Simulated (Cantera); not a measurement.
**Catalytic combustion on Pt**

An isothermal plug-flow reactor at 1125 K and 3.40 bar (inlet), inlet velocity 0.12 m/s, active area per volume 2400 1/m; feed CH₄ : O₂ : N₂ : H₂O = 0.0063 : 0.11 : 0.79 : 0.026 (molar parts).

Computed with Cantera and Deutschmann's 1995 Pt surface mechanism with GRI-Mech 3.0 gas chemistry. Catalytic surfaces can have several steady states; this one follows from the mechanism file's or the stated starting coverage. Mass transfer to the wall is taken as infinitely fast.

```csv
z (m),x CH₄,x O₂,x H₂O,x CO₂,x CO,θ free Pt,θ O*,θ OH*
3e-05,0.00625,0.117,0.0289,0.000484,4.79e-6,0.249,0.747,0.00412
6.5e-05,0.00571,0.116,0.0299,0.00101,4.40e-6,0.250,0.746,0.00420
0.00014,0.00468,0.114,0.0319,0.00199,3.67e-6,0.250,0.745,0.00434
0.0003,0.00305,0.111,0.0351,0.00356,2.56e-6,0.252,0.744,0.00455
0.00065,0.00115,0.107,0.0388,0.00538,1.42e-6,0.253,0.742,0.00479
0.0014,0.000134,0.105,0.0409,0.00645,3.81e-7,0.254,0.741,0.00493
0.003,1.33e-6,0.105,0.0413,0.00666,5.21e-8,0.254,0.741,0.00495
```
x: gas mole fraction; θ: surface coverage.
